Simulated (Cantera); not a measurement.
A Cantera script and its output.

```python
import numpy as np
import cantera as ct

gas = ct.Solution("gri30.yaml")


def delay(T, t_max=10):
    gas.TPX = T, 500000, {'C2H4': 1, 'O2': 3.26, 'N2': 12.3, 'CO2': 1.7}
    reactor = ct.IdealGasReactor(gas, clone=False)
    net = ct.ReactorNet([reactor])
    net.rtol, net.atol = 1e-8, 1e-16
    while net.time < t_max:
        t_old, T_old = net.time, reactor.T
        net.step()
        if reactor.T > T + 400:  # ignition: a rise of 400 K
            return t_old + (T + 400 - T_old) / (reactor.T - T_old) * (net.time - t_old)
    return np.nan


taus = []
for T in [1198, 1248, 1298, 1348, 1398, 1448, 1498, 1548]:
    taus.append(delay(T))
    print(f"T0 = {T:6g} K   tau = {taus[-1]:.4e} s")
```

Result:

```
T0 =   1198 K   tau = 9.0972e-04 s
T0 =   1248 K   tau = 2.6767e-04 s
T0 =   1298 K   tau = 8.6666e-05 s
T0 =   1348 K   tau = 3.5027e-05 s
T0 =   1398 K   tau = 1.9109e-05 s
T0 =   1448 K   tau = 1.2481e-05 s
T0 =   1498 K   tau = 8.9885e-06 s
T0 =   1548 K   tau = 6.8708e-06 s
```

Cantera simulation using GRI-Mech 3.0 (53 species, 325 reactions); the numbers are that mechanism's predictions, not measurements. GRI-Mech 3.0 was tuned for natural gas; its chemistry of ethylene as a main component is partial and can be far from experiment.
